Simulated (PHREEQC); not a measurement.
A PHREEQC speciation (ion-association model, phreeqc.dat) at 90 °C gives pH 2.20 and these molalities:

```
species  mol/kgw
-------  -------
H3PO4     0.0111
H+       0.00693
H2PO4-   0.00693
```

Question: What are the element totals, and what could have been dissolved in 1 kg of water to give them?

Answer: One answer among several that fit: totals P 0.0180 mol/kgw, from 0.018 mol/kgw H3PO4.

No solid was allowed to form. At this temperature some constants are extrapolated from 25 °C, and those without enthalpy data are left unchanged.
